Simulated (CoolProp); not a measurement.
CH3F (R41) along the isotherm 87.55 °C: fugacity coefficient from the reference equation and from simpler models built on Tc = 44.1 °C, pc = 5.906 MPa, ω = 0.200; each cubic takes its own stable root.

Values from CoolProp's reference Helmholtz-energy equation of state, Lemmon 2006. It is a short technical equation, of lower accuracy than the large ones.

| p (MPa) | phase | reference |
|---|---|---|
| 0.554 | gas | 0.9760 |
| 1.11 | gas | 0.9524 |
| 1.66 | gas | 0.9293 |
| 2.21 | gas | 0.9067 |
| 2.77 | gas | 0.8841 |
| 3.32 | gas | 0.8622 |
| 3.88 | gas | 0.8403 |
| 4.43 | gas | 0.8192 |
| 4.98 | gas | 0.7984 |
| 5.54 | gas | 0.7776 |
| 6.09 | supercritical | 0.7575 |
| 6.64 | supercritical | 0.7377 |
| 7.2 | supercritical | 0.7179 |
| 7.75 | supercritical | 0.6988 |
| 8.31 | supercritical | 0.6797 |
| 8.86 | supercritical | 0.6613 |

Task: How far does each simpler model (Soave-Redlich-Kwong, Peng-Robinson) lie from the reference over these 16 states: mean and median of the absolute difference, and the worst?

Result: 
- Soave-Redlich-Kwong: mean 3.0 %, median 3.0 %, worst +5.7 % at 87.55 °C and 8.86 MPa
- Peng-Robinson: mean 0.5 %, median 0.4 %, worst +1.2 % at 87.55 °C and 8.86 MPa
